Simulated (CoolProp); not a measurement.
Values from CoolProp's reference Helmholtz-energy equation of state, Lemmon 2022.

Q: For R1234yf, give the phase and the density (kg/m³), cp (kJ/(kg K)), Joule-Thomson coefficient (K/MPa) at 265.2 K and 46.7 bar; 277.1 K and 46.7 bar.

A: 
- 265.2 K and 46.7 bar: liquid; density 1220, cp 1.25, Joule-Thomson coefficient -0.253
- 277.1 K and 46.7 bar: liquid; density 1180, cp 1.28, Joule-Thomson coefficient -0.204
